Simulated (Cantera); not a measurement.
A Cantera script and what it prints.

```python
import numpy as np
import cantera as ct

gas_names = """
    H HO2 H2 H2O H2O2 O OH O2 O3 Si SiH SiH2 SiH3 SiH4 SiO SiO2 Si2 Si3
""".split()
cond_names = """
    H2O(s) H2O(L) Si(cr) Si(L) SiO2(Lqz) SiO2(hqz) SiO2(L)
""".split()


# ... load() reads the species with a 1 bar reference pressure and builds the phases ...
atoms = {
    'Si2H6': {'Si': 2, 'H': 6},
    'O2': {'O': 2},
    'H2': {'H': 2},
}
top_T = {}  # K; cautious upper limits of use, not melting points


# ... equilibrate(T, P, feed) seeds the gas with the atoms and calls Mixture.equilibrate('TP', solver="vcs", rtol=1e-11, max_steps=5000) ...
results = []
feed = {'Si2H6': 1, 'O2': 0.94, 'H2': 93}  # mol
P = 45000  # Pa
for T in [698, 798, 898, 998, 1098, 1198, 1298, 1398, 1498, 1598, 1698, 1798]:
    mix = equilibrate(T, P, feed)
    results.append((T, P, feed, dict(zip(mix.species_names, mix.species_moles))))
    x = sorted(zip(gas.X, gas.species_names), reverse=True)
    print(f"T = {T:g} K  P = {P:g} Pa  gas = {mix.phase_moles(0):.4g} mol")
    print("   x: " + "  ".join(f"{s} {v:.3e}" for v, s in x if v > 0.0001))
    print("   condensed (mol): " + ("  ".join(f"{mix.phase(i).name} {mix.phase_moles(i):.4g}"
          for i in range(1, mix.n_phases) if mix.phase_moles(i) > 1e-12) or "none"))
```

It prints:

```
T = 698 K  P = 45000 Pa  gas = 96 mol
   x: H2 1.000e+00
   condensed (mol): Si(cr) 1.06  SiO2(Lqz) 0.94
T = 798 K  P = 45000 Pa  gas = 96 mol
   x: H2 1.000e+00
   condensed (mol): Si(cr) 1.06  SiO2(Lqz) 0.94
T = 898 K  P = 45000 Pa  gas = 96 mol
   x: H2 1.000e+00
   condensed (mol): Si(cr) 1.06  SiO2(hqz) 0.94
T = 998 K  P = 45000 Pa  gas = 96 mol
   x: H2 1.000e+00
   condensed (mol): Si(cr) 1.06  SiO2(hqz) 0.94
T = 1098 K  P = 45000 Pa  gas = 96 mol
   x: H2 1.000e+00
   condensed (mol): Si(cr) 1.06  SiO2(hqz) 0.94
T = 1198 K  P = 45000 Pa  gas = 96 mol
   x: H2 1.000e+00
   condensed (mol): Si(cr) 1.06  SiO2(hqz) 0.9399
T = 1298 K  P = 45000 Pa  gas = 96 mol
   x: H2 1.000e+00
   condensed (mol): Si(cr) 1.059  SiO2(hqz) 0.9392
T = 1398 K  P = 45000 Pa  gas = 96.02 mol
   x: H2 9.998e-01  SiO 1.563e-04
   condensed (mol): Si(cr) 1.052  SiO2(hqz) 0.9324
T = 1498 K  P = 45000 Pa  gas = 96.11 mol
   x: H2 9.989e-01  SiO 1.110e-03
   condensed (mol): Si(cr) 1.007  SiO2(hqz) 0.8865
T = 1598 K  P = 45000 Pa  gas = 96.6 mol
   x: H2 9.938e-01  SiO 6.126e-03
   condensed (mol): Si(cr) 0.764  SiO2(hqz) 0.6437
T = 1698 K  P = 45000 Pa  gas = 97.89 mol
   x: H2 9.806e-01  SiO 1.919e-02  H 2.135e-04
   condensed (mol): Si(L) 0.1198
T = 1798 K  P = 45000 Pa  gas = 97.91 mol
   x: H2 9.802e-01  SiO 1.919e-02  H 5.196e-04
   condensed (mol): Si(L) 0.1169
```

These are equilibrium values from Cantera (NASA tables, ideal gas, pure condensed phases), not measurements of a reactor. The feed counts by its element totals alone. Mutual solubility and eutectic melting of coexisting phases are not modelled. The tables hold silica as quartz up to 1696 K and as liquid above; real silica turns to tridymite and cristobalite and melts near 1996 K. Gases not in the tables: Si2H6 and higher silanes.
